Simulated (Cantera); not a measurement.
Input: 1 mol SiHCl3, 1.1 mol NH3, 1.2 mol N2, held at 1398.15 K and 1.00 bar.

Method: chemical equilibrium by Gibbs-energy minimisation in Cantera with the NASA 1993 tables (ideal gas, pure condensed phases). The tables' values for SiCl3 are old estimates; treat these amounts as uncertain. Kinetics and transport are ignored.

```json
[
 {"species": "HCl", "before": "0.376", "after": "0.414"},
 {"species": "N2", "before": "0.280", "after": "0.273"},
 {"species": "H2", "before": "0.274", "after": "0.242"},
 {"species": "SiCl4", "before": "0.0618", "after": "0.0283"},
 {"species": "SiCl2", "before": "0.00110", "after": "0.0275"},
 {"species": "SiCl3", "before": "0.00400", "after": "0.0135"},
 {"species": "Cl", "before": "2.80e-6", "after": "2.85e-5"},
 {"species": "H", "before": "2.48e-6", "after": "2.02e-5"},
 {"species": "SiH2Cl2", "before": "2.44e-5", "after": "7.14e-6"},
 {"species": "SiHCl3", "before": "0.00316", "after": "0.00116"},
 {"species": "Si3N4(s), mol", "before": "0.225", "after": "0.221"}
]
```
Gas species are given as mole fractions.

Q: Name the change that produced these shifts.
A. N2 from 1.2 to 19 mol
B. pressure from 1.00 bar to 13.3 mbar
C. temperature from 1398.15 K to 1475 K
D. NH3 from 1.1 to 4.5 mol

A: B, pressure from 1.00 bar to 13.3 mbar
